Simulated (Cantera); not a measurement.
A perfectly stirred reactor is fed with H2 : O2 : N2 = 0.012 : 1 : 0.15 (molar parts), at 0.0276 atm; it is held at 1450 K, and followed from long to short residence time.

Computed with Cantera and the H2/O2 subset of GRI-Mech 3.0, which has no nitrogen chemistry. Radical loss at walls, strong at low pressure, is not modelled.

**Question.** Predict: x(H2) at τ = 1.30 s; x(O2) at τ = 1.30 s; x(O) at τ = 1.30 s; x(H2O) at τ = 1.30 s; x(H2O2) at τ = 1.30 s; x(H2) at τ = 0.110 s; x(O2) at τ = 0.110 s; x(O) at τ = 0.110 s; x(H2O) at τ = 0.110 s; x(H2O2) at τ = 0.110 s.

**Answer.** x(H2) at τ = 1.30 s: 1.56e-5
x(O2) at τ = 1.30 s: 0.858
x(O) at τ = 1.30 s: 0.00153
x(H2O) at τ = 1.30 s: 0.0100
x(H2O2) at τ = 1.30 s: 7.65e-9
x(H2) at τ = 0.110 s: 6.10e-5
x(O2) at τ = 0.110 s: 0.855
x(O) at τ = 0.110 s: 0.00511
x(H2O) at τ = 0.110 s: 0.00963
x(H2O2) at τ = 0.110 s: 1.39e-8
